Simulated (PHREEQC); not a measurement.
## Acid mine or pickling water

A made-up water analysis in mmol/kgw, 20 °C, pH 2.51, pe 9.9: Na 1.16; K 0.415; Ca 6.13; Mg 1.07; Cl 4.12; S(6) 9.04; Pb 0.0711; Zn 0.0481; Fe(3) 0.0493; Mn(2) 0.00171.

Cl is adjusted to close the charge balance.
Valence states are taken as typed.

Computed with PHREEQC (ion-association model, phreeqc.dat).

This is a speciation only: nothing precipitates in the calculation.

### Question
Predict the ionic strength, specific conductance.

### Answer
ionic strength 0.0278 mol/kgw; specific conductance 2430 µS/cm.

### Question
In which forms is Ca present?

### Answer
Ca+2 76 %, CaSO4 23 %, CaHSO4+ 0.5 % of the Ca.

Examples of supersaturated solids here: Anglesite, Hematite (slow to form). Others may be too.
